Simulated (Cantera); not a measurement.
A closed system holds: 1 mol SiH2Cl2, 2.1 mol NH3, at 0.0133 bar.

Equilibrium computed with Cantera from the NASA thermochemical tables; the gas is ideal and each condensed phase is pure. Candidate condensed phases: NH4Cl, Si, Si3N4; 28 gas species. Kinetics and transport are ignored.

Over these rows the condensed part is Si3N4(s). Partial pressures as log10 of bar:

```
T (K)  1000/T (1/K)  log p SiCl2  log p H2  log p HCl  log p N2
-----  ------------  -----------  --------  ---------  --------
898          1.1136        -9.24     -2.10      -2.39     -2.98
998          1.0020        -7.64     -2.10      -2.37     -2.99
1098         0.9107            ?     -2.10      -2.36     -3.00
1198         0.8347        -5.28     -2.11      -2.36     -3.00
1298         0.7704        -4.41     -2.11      -2.36     -2.99
1398         0.7153        -3.74     -2.10      -2.39     -2.96
```

### Question
Fit log p(SiCl2) = a + b·(1000/T) to the five rows, give the apparent enthalpy, and predict the row at 1098 K.

### Answer
Means: 1000/T = 0.8872, log p = -6.062. Sxy = -1.533814, Sxx = 0.1103841, so b = -13.90 and a = -6.062 − (-13.90)×0.8872 = 6.27.
Apparent enthalpy: −19.145 × (-13.90) = 266 kJ/mol. With the condensed phases at unit activity, 1/3 Si3N4(s) + 2 HCl(g) = SiCl2(g) + H2(g) + 2/3 N2(g) links this pressure to the main gases: over the six rows their terms move log p by -0.01 in all, so the slope is close to that reaction's ΔH°. The five rows lie within 0.07 of the line.
Prediction at 1098 K: 6.27 + (-13.90)×0.9107 = -6.39. The computed value is -6.35, 0.04 from the line.
